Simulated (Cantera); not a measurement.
Pyrogenic steam for wet oxidation

An isothermal, constant-pressure homogeneous reactor starts with H2 : O2 : N2 = 1.7 : 1 : 6 (molar parts), equivalence ratio 0.85, at 1350 K and 1.00 bar.

Cantera simulation using the H2/O2 subset of GRI-Mech 3.0, which has no nitrogen chemistry; the numbers are that mechanism's predictions, not measurements. The temperature is held fixed by assumption; the heat of reaction is taken as removed at once.

| t (s) | x H2 | x O2 | x H2O2 | x H | x O | x OH | x HO2 |
|---|---|---|---|---|---|---|---|
| 4.00e-6 | 0.195 | 0.115 | 5.96e-10 | 1.87e-7 | 2.87e-8 | 2.00e-8 | 8.51e-8 |
| 1.12e-5 | 0.195 | 0.115 | 7.47e-9 | 7.80e-6 | 1.25e-6 | 8.62e-7 | 7.24e-7 |
| 3.12e-5 | 0.0889 | 0.0687 | 3.45e-6 | 0.0524 | 0.00953 | 0.00572 | 4.17e-5 |
| 8.71e-5 | 0.0132 | 0.0258 | 4.37e-6 | 0.0114 | 0.00307 | 0.00337 | 2.48e-5 |
| 0.000243 | 0.00296 | 0.0202 | 2.35e-6 | 0.000879 | 0.000456 | 0.00127 | 1.63e-5 |
| 0.000679 | 0.000472 | 0.0192 | 7.66e-7 | 4.82e-5 | 6.01e-5 | 0.000456 | 6.61e-6 |
| 0.00190 | 6.61e-5 | 0.0191 | 2.01e-7 | 2.70e-6 | 8.72e-6 | 0.000178 | 1.36e-6 |
| 0.00529 | 1.06e-5 | 0.0191 | 5.30e-8 | 2.08e-7 | 1.70e-6 | 8.00e-5 | 2.54e-7 |
| 0.0148 | 2.38e-6 | 0.0191 | 1.60e-8 | 2.58e-8 | 4.48e-7 | 4.11e-5 | 6.22e-8 |
| 0.0413 | 7.66e-7 | 0.0191 | 5.78e-9 | 5.03e-9 | 1.51e-7 | 2.39e-5 | 2.34e-8 |
| 0.115 | 3.82e-7 | 0.0191 | 2.88e-9 | 1.78e-9 | 7.22e-8 | 1.65e-5 | 1.54e-8 |
| 0.322 | 3.23e-7 | 0.0191 | 2.38e-9 | 1.37e-9 | 5.90e-8 | 1.49e-5 | 1.44e-8 |
| 0.898 | 3.22e-7 | 0.0191 | 2.37e-9 | 1.36e-9 | 5.87e-8 | 1.49e-5 | 1.44e-8 |
| 2.51 | 3.22e-7 | 0.0191 | 2.37e-9 | 1.36e-9 | 5.87e-8 | 1.49e-5 | 1.44e-8 |
| 7.00 | 3.22e-7 | 0.0191 | 2.37e-9 | 1.36e-9 | 5.87e-8 | 1.49e-5 | 1.44e-8 |
x: mole fraction; the columns are a selection and need not sum to one.

Equilibrium at this temperature and pressure: H2 3.22e-7, O2 0.0191, H2O2 2.37e-9, H 1.36e-9, O 5.87e-8, OH 1.49e-5, HO2 1.44e-8 (gas phase only).
